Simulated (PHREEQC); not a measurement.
A solution holds 0.00034 mol/kgw Ag2SO4, 0.0002 mol/kgw NaNO3 and 0.00041 mol/kgw Cu(NO3)2, at 25 °C. Closed to the air; pH follows from the charge balance.

Computed with PHREEQC (ion-association model, wateq4f.dat).

```json
{
 "pH": "5.50",
 "ionic_strength": "0.00237 mol/kgw"
}
```

```json
[
 {"species": "NO3-", "molality": "0.00102", "activity": "0.000965", "log γ": "-0.024"},
 {"species": "Ag+", "molality": "0.000676", "activity": "0.000641", "log γ": "-0.023"},
 {"species": "Cu+2", "molality": "0.000391", "activity": "0.000317", "log γ": "-0.091"},
 {"species": "SO4-2", "molality": "0.000320", "activity": "0.000258", "log γ": "-0.092"},
 {"species": "Na+", "molality": "0.000200", "activity": "0.000189", "log γ": "-0.023"},
 {"species": "CuSO4", "molality": "1.67e-5", "activity": "1.67e-5", "log γ": "0.000"},
 {"species": "AgSO4-", "molality": "3.41e-6", "activity": "3.23e-6", "log γ": "-0.023"},
 {"species": "H+", "molality": "3.35e-6", "activity": "3.18e-6", "log γ": "-0.022"},
 {"species": "CuOH+", "molality": "1.05e-6", "activity": "9.95e-7", "log γ": "-0.023"}
]
```

No solid was allowed to form. The solution is supersaturated, for example in Brochantite, so a real one may precipitate; this is no full list.
